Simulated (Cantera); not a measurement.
A perfectly stirred reactor is fed with H2 : O2 = 0.11 : 1 (molar parts), equivalence ratio 0.055, at 0.0267 bar; it is held at 1175 K, and followed from long to short residence time.

Model: GRI-Mech 3.0 (53 species, 325 reactions), integrated in Cantera. Radical loss at walls, strong at low pressure, is not modelled. The temperature is held fixed by assumption; the heat of reaction is taken as removed at once.

One state of this run: x H2 = 0.000702; x O2 = 0.891; x H2O = 0.102; x O = 0.00404; x H2O2 = 3.33e-7; x OH = 0.00173. x: mole fraction; the columns are a selection and need not sum to one.

Which value of τ (s) does it belong to?
(A) 0.0098
(B) 0.10
(C) 0.032
(D) 0.15

D, 0.15
